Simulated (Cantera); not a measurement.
A freely propagating, adiabatic, planar premixed flame of CO : H₂ : CH₄ : O₂ : N₂ = 1 : 0.091 : 0.3 : 1.71 : 6.43 (molar parts), equivalence ratio 0.67, unburnt at 475 K and 4.15 atm; unity-Lewis-number transport, grid criteria slope 0.08 and curve 0.16, no radiation.

Cantera simulation using GRI-Mech 3.0 (53 species, 325 reactions); the numbers are that mechanism's predictions, not measurements. Unity Lewis numbers drop preferential diffusion, which matters most where H2 and H carry the flame. Burning velocities carry a grid error of a few per cent, more on coarse grids.

x: mole fraction of selected species; z is measured from the peak of heat release.

```json
[
 {"z (mm)": "-0.447", "T (K)": "475", "u (m/s)": "0.389", "x CO": "0.105", "x H₂": "0.00955", "x CH₄": "0.0315", "x C₂H₄": "1.41e-8", "x NO": "<1e-8", "x CH₂": "<1e-8"},
 {"z (mm)": "-0.298", "T (K)": "479", "u (m/s)": "0.391", "x CO": "0.105", "x H₂": "0.00953", "x CH₄": "0.0314", "x C₂H₄": "1.19e-7", "x NO": "<1e-8", "x CH₂": "<1e-8"},
 {"z (mm)": "-0.223", "T (K)": "489", "u (m/s)": "0.400", "x CO": "0.104", "x H₂": "0.00949", "x CH₄": "0.0311", "x C₂H₄": "4.77e-7", "x NO": "1.39e-8", "x CH₂": "<1e-8"},
 {"z (mm)": "-0.149", "T (K)": "549", "u (m/s)": "0.448", "x CO": "0.103", "x H₂": "0.00925", "x CH₄": "0.0296", "x C₂H₄": "2.44e-6", "x NO": "9.35e-8", "x CH₂": "<1e-8"},
 {"z (mm)": "-0.0745", "T (K)": "843", "u (m/s)": "0.684", "x CO": "0.0926", "x H₂": "0.00802", "x CH₄": "0.0217", "x C₂H₄": "1.27e-5", "x NO": "1.08e-6", "x CH₂": "<1e-8"},
 {"z (mm)": "-0.0372", "T (K)": "1170", "u (m/s)": "0.943", "x CO": "0.0804", "x H₂": "0.00653", "x CH₄": "0.0122", "x C₂H₄": "2.17e-5", "x NO": "3.24e-6", "x CH₂": "1.78e-7"},
 {"z (mm)": "0", "T (K)": "1543", "u (m/s)": "1.23", "x CO": "0.0613", "x H₂": "0.00393", "x CH₄": "0.00212", "x C₂H₄": "8.10e-6", "x NO": "6.35e-6", "x CH₂": "3.42e-6"},
 {"z (mm)": "0.0372", "T (K)": "1745", "u (m/s)": "1.38", "x CO": "0.0394", "x H₂": "0.00185", "x CH₄": "5.83e-5", "x C₂H₄": "1.17e-7", "x NO": "9.89e-6", "x CH₂": "3.23e-7"},
 {"z (mm)": "0.0745", "T (K)": "1848", "u (m/s)": "1.45", "x CO": "0.0256", "x H₂": "0.00151", "x CH₄": "1.08e-6", "x C₂H₄": "<1e-8", "x NO": "1.30e-5", "x CH₂": "<1e-8"},
 {"z (mm)": "0.149", "T (K)": "1952", "u (m/s)": "1.52", "x CO": "[?]", "x H₂": "[?]", "x CH₄": "<1e-8", "x C₂H₄": "<1e-8", "x NO": "[?]", "x CH₂": "<1e-8"},
 {"z (mm)": "0.298", "T (K)": "2023", "u (m/s)": "1.57", "x CO": "0.00586", "x H₂": "0.000492", "x CH₄": "<1e-8", "x C₂H₄": "<1e-8", "x NO": "2.20e-5", "x CH₂": "<1e-8"},
 {"z (mm)": "0.596", "T (K)": "2059", "u (m/s)": "1.59", "x CO": "0.00219", "x H₂": "0.000193", "x CH₄": "<1e-8", "x C₂H₄": "<1e-8", "x NO": "2.63e-5", "x CH₂": "<1e-8"},
 {"z (mm)": "1.19", "T (K)": "2072", "u (m/s)": "1.60", "x CO": "[?]", "x H₂": "[?]", "x CH₄": "<1e-8", "x C₂H₄": "<1e-8", "x NO": "[?]", "x CH₂": "<1e-8"}
]
```

Problem. Some entries are withheld; supply them.

Solution. 
- 0.149, x CO: 0.0133
- 0.149, x H₂: 0.00103
- 0.149, x NO: 1.73e-5
- 1.19, x CO: 0.000921
- 1.19, x H₂: 9.22e-5
- 1.19, x NO: 3.01e-5
